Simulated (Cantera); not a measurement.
Feed: 1 mol Zr, 0.75 mol N2, 330 mol H2, at 2673 K and 1.33 mbar.

Equilibrium computed with Cantera from the NASA thermochemical tables; the gas is ideal and each condensed phase is pure. Candidate condensed phases: Zr, ZrN; 11 gas species. Equilibrium is a limit: real reactors are often held back by kinetics, nucleation or transport.

Base state: H 0.728, H2 0.269, Zr 0.00192, N2 0.00144 (mole fractions); condensed: gas only.

Problem. What changes in the equilibrium state with this change: temperature from 2673 K to 2375 K?

Solution. 
```tsv
species	before	after
H2	0.269	0.680
H	0.728	0.319
N2	0.00144	0.000776
Zr	0.00192	0.000280
ZrN(s), mol	0	0.890
```
ZrN: taken at fixed stoichiometry.
